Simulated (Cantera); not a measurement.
A Cantera script and what it prints.

```python
import numpy as np
import cantera as ct

gas_names = """
    TiO O3
""".split()
cond_names = """
    TiO2(ru) TiO2(L)
""".split()


def load(file, names, dense=False):
    # The tables refer to 1 bar. Condensed volumes are neglected.
    table = {s.name: s for s in ct.Species.list_from_file(file)}
    out = []
    for n in names:
        d = dict(table[n].input_data)
        d["thermo"] = dict(d["thermo"], **{"reference-pressure": 1e5})
        if dense:
            d["equation-of-state"] = {"model": "constant-volume", "density": "1e6 g/cm^3"}
        out.append(ct.Species.from_dict(d))
    return out


species = {s.name: s for s in load("nasa_gas.yaml", gas_names) + load("nasa_condensed.yaml", cond_names)}
# Each term lists the table entries of one substance; the one whose range holds T is used.
reactions = {
    '3 TiO(g) + O3(g) = 3 TiO2':
        [(-3, ['TiO']), (-1, ['O3']), (3, ['TiO2(ru)', 'TiO2(L)'])],
}


def pick(names, T):
    return next(species[n] for n in names if species[n].thermo.min_temp <= T <= species[n].thermo.max_temp)


results = []
for label, terms in reactions.items():
    print(label)
    print("     T/K   dH/kJ  dS/(J/K)   dG/kJ   log10 K")
    for T in [300, 450, 475, 500, 525, 550, 575]:
        used = [(nu, pick(names, T)) for nu, names in terms]
        dH = sum(nu * s.thermo.h(T) for nu, s in used) / 1e6
        dS = sum(nu * s.thermo.s(T) for nu, s in used) / 1e3
        dG = dH - T * dS / 1e3
        logK = -dG * 1e6 / (ct.gas_constant * T * np.log(10))
        results.append((label, T, dH, dS, dG, logK, [s.name for _, s in used]))
        print(f"{T:8g} {dH:8.1f} {dS:8.1f} {dG:8.1f} {logK:8.2f}")
```

Output:

```
3 TiO(g) + O3(g) = 3 TiO2
     T/K   dH/kJ  dS/(J/K)   dG/kJ   log10 K
     300  -3139.2   -788.3  -2902.7   505.40
     450  -3133.3   -772.7  -2785.6   323.34
     475  -3132.2   -770.2  -2766.3   304.20
     500  -3131.0   -767.7  -2747.1   286.98
     525  -3129.8   -765.3  -2728.0   271.41
     550  -3128.5   -763.0  -2708.9   257.26
     575  -3127.3   -760.8  -2689.8   244.35
```

Cantera with NASA thermochemical tables; ideal gases at 1 bar, condensed phases pure. Condensed species are held in their standard states even where they would react or evaporate.
